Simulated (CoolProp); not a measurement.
Aqueous propylene glycol as a coolant, 42 % by mass, freezing at -22.5 °C, 1 atm.

Computed with CoolProp (Melinder's fits for secondary coolants).

| T (°C) | density (kg/m³) | conductivity (W/(m K)) | Prandtl number | cp (kJ/(kg K)) |
|---|---|---|---|---|
| -16.4 | 1051 | 0.371 | 379 | 3.550 |
| -9.8 | 1048 | 0.374 | 234 | 3.572 |
| -3.2 | 1046 | 0.378 | 152 | 3.595 |
| 3.4 | 1043 | 0.382 | 102 | 3.617 |
| 10 | 1039 | 0.386 | 71.4 | 3.640 |
| 16.6 | 1036 | 0.390 | 51.7 | 3.662 |
| 23.2 | 1032 | 0.394 | 38.7 | 3.684 |
| 29.8 | 1028 | 0.398 | 29.9 | 3.706 |
| 36.4 | 1024 | 0.402 | 23.7 | 3.728 |
